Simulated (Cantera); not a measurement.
Input (Python, Cantera):

```python
import numpy as np
import cantera as ct

gas = ct.Solution("gri30.yaml")
gas.TPX = 1973, 2700, {'NO': 1, 'N2': 1.3}
reactor = ct.IdealGasConstPressureReactor(gas, energy="off", clone=False)
net = ct.ReactorNet([reactor])
net.rtol, net.atol = 1e-08, 1e-18
show = ['NO', 'NO2', 'O2', 'N2O', 'O']
times = np.geomspace(0.0006, 10, 13)

steps = ct.SolutionArray(gas, extra=["t"])
rows = []
print(f"{'t/s':>10s}{'T/K':>9s}{'P/Pa':>11s}" + "".join(f"{s:>11s}" for s in show))
for t in times:
    while net.time < t:
        t_next = net.step()
        steps.append(gas.state, t=t_next)
    rows.append([np.interp(t, steps.t, y) for y in (steps.T, steps.P, *steps(*show).X.T)])
    print(f"{t:10.3e}{rows[-1][0]:9.1f}{rows[-1][1]:11.4g}" + "".join(f"{x:11.3e}" for x in rows[-1][2:]))
rate = np.gradient(steps.T, steps.t)
print("integrator steps:", len(steps.t))
if steps.T.max() > steps.T[0] + 200:
    print(f"time of steepest temperature rise: {steps.t[rate.argmax()]:.4e} s")
gas.TPX = 1973, 2700, {'NO': 1, 'N2': 1.3}
gas.equilibrate("TP")
print(f"equilibrium (TP): T = {gas.T:.1f} K  " + "  ".join(f"{s} {gas[s].X[0]:.3e}" for s in show))
```

Result:

```
       t/s      T/K       P/Pa         NO        NO2         O2        N2O          O
 6.000e-04   1973.0       2700  4.348e-01  2.327e-08  1.374e-08  2.868e-06  2.941e-06
 1.349e-03   1973.0       2700  4.348e-01  1.093e-07  7.018e-08  6.315e-06  6.686e-06
 3.032e-03   1973.0       2700  4.348e-01  4.748e-07  3.656e-07  1.355e-05  1.543e-05
 6.817e-03   1973.0       2700  4.347e-01  1.785e-06  1.998e-06  2.750e-05  3.668e-05
 1.533e-02   1973.0       2700  4.346e-01  5.379e-06  1.200e-05  4.952e-05  8.980e-05
 3.446e-02   1973.0       2700  4.343e-01  1.171e-05  7.638e-05  7.077e-05  2.029e-04
 7.746e-02   1973.0       2700  4.335e-01  1.685e-05  3.922e-04  7.522e-05  3.258e-04
 1.741e-01   1973.0       2700  4.316e-01  1.907e-05  1.334e-03  7.285e-05  3.687e-04
 3.915e-01   1973.0       2700  4.271e-01  2.200e-05  3.557e-03  7.030e-05  4.033e-04
 8.801e-01   1973.0       2700  4.165e-01  2.764e-05  8.798e-03  6.500e-05  4.724e-04
 1.979e+00   1973.0       2700  3.911e-01  3.700e-05  2.141e-02  5.446e-05  6.033e-04
 4.448e+00   1973.0       2700  3.313e-01  4.747e-05  5.120e-02  3.600e-05  8.273e-04
 1.000e+01   1973.0       2700  2.121e-01  4.501e-05  1.106e-01  1.332e-05  1.142e-03
integrator steps: 577
equilibrium (TP): T = 1973.0 K  NO 7.137e-03  NO2 2.129e-06  O2 2.129e-01  N2O 6.569e-08  O 1.532e-03
```

Model: GRI-Mech 3.0 (53 species, 325 reactions), integrated in Cantera. Radical loss at walls, strong at low pressure, is not modelled.
